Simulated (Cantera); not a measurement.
Standard-state values (1 bar) from the NASA 1993 polynomials, evaluated with Cantera. Values are per mole of reaction as written; species without (g) are pure solids or liquids, kept so even where they would boil at 1 bar.

8 TiO(g) + 3 H₂O₂(g) → 3 H₂(g) + 2 Ti₄O₇, with ΔH° = -6835.2 kJ and ΔS° = -1781.0 J/K at 300 K.

**Question.** How far is the shortcut ΔG° ≈ ΔH°(300 K) − T·ΔS°(300 K) from the full temperature-dependent value at 600, 700, 800, 900, 1000 K?

**Answer.** 
```json
[
 {"T (K)": "600", "shortcut (kJ)": "-5766.5", "full (kJ)": "-5783.7", "difference (kJ)": "17.2", "difference in log10 K": "-1.50"},
 {"T (K)": "700", "shortcut (kJ)": "-5588.4", "full (kJ)": "-5617.9", "difference (kJ)": "29.5", "difference in log10 K": "-2.20"},
 {"T (K)": "800", "shortcut (kJ)": "-5410.3", "full (kJ)": "-5454.8", "difference (kJ)": "44.5", "difference in log10 K": "-2.90"},
 {"T (K)": "900", "shortcut (kJ)": "-5232.2", "full (kJ)": "-5294.0", "difference (kJ)": "61.8", "difference in log10 K": "-3.59"},
 {"T (K)": "1000", "shortcut (kJ)": "-5054.1", "full (kJ)": "-5135.4", "difference (kJ)": "81.2", "difference in log10 K": "-4.24"}
]
```
The shortcut ignores the heat-capacity change of the reaction.
